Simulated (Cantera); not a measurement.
## Hydrocarbon pyrolysis for carbon deposition

An isothermal, constant-pressure homogeneous reactor starts with 0.123 % C2H6, 99.9 % N2, at 1850 K and 360 Torr.

Cantera simulation using GRI-Mech 3.0 (53 species, 325 reactions); the numbers are that mechanism's predictions, not measurements. GRI-Mech 3.0 stops at C3 and has no aromatics, soot or wall deposition, so with more carbon than oxygen in the feed, carbon stays in small species such as C2H2 where larger ones or solid carbon would form.

```csv
t (s),x C2H6,x H2,x CH2,x H,x C2H2,x C2H
0.000200,4.42e-6,0.00147,7.96e-6,0.000247,0.000659,1.26e-6
0.000502,4.54e-7,0.00201,3.30e-6,0.000143,0.000992,7.67e-7
0.00126,9.55e-8,0.00222,1.33e-6,8.32e-5,0.00110,4.45e-7
0.00317,2.66e-8,0.00231,5.36e-7,5.31e-5,0.00113,2.81e-7
0.00796,8.60e-9,0.00235,2.41e-7,3.87e-5,0.00115,2.03e-7
0.0200,3.00e-9,0.00239,1.30e-7,3.41e-5,0.00116,1.78e-7
0.0502,7.39e-10,0.00241,6.61e-8,3.42e-5,0.00116,1.77e-7
0.126,7.20e-11,0.00243,2.16e-8,3.52e-5,0.00117,1.81e-7
0.317,1.62e-12,0.00244,3.48e-9,3.63e-5,0.00117,1.87e-7
0.796,<1e-12,0.00244,9.68e-10,3.79e-5,0.00117,1.95e-7
2.00,<1e-12,0.00244,4.25e-10,3.86e-5,0.00117,1.98e-7
```
x: mole fraction; the columns are a selection and need not sum to one.

Equilibrium at this temperature and pressure: C2H6 <1e-12, H2 0.00244, CH2 5.27e-11, H 3.87e-5, C2H2 1.48e-5, C2H 2.51e-9 (gas phase only).
